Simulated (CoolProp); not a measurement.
Carbon monoxide at 293.15 K and 0.115 MPa is compressed adiabatically to 0.28 MPa with isentropic efficiency 0.6. Each further row changes one setting.

Values from CoolProp's reference Helmholtz-energy equation of state, Lemmon 2006. It is a short technical equation, of lower accuracy than the large ones.

```tsv
case	work (kJ/kg)	final temperature (K)	final density (kg/m³)
as stated	147	433.8	…
efficiency 1	…	377.8	2.50
efficiency 0.65	136	…	2.23
```

**Question.** Fill in the missing entries.

**Answer.** 
- as stated, final density (kg/m³): 2.17
- efficiency 1, work (kJ/kg): 88.1
- efficiency 0.65, final temperature (K): 423.0
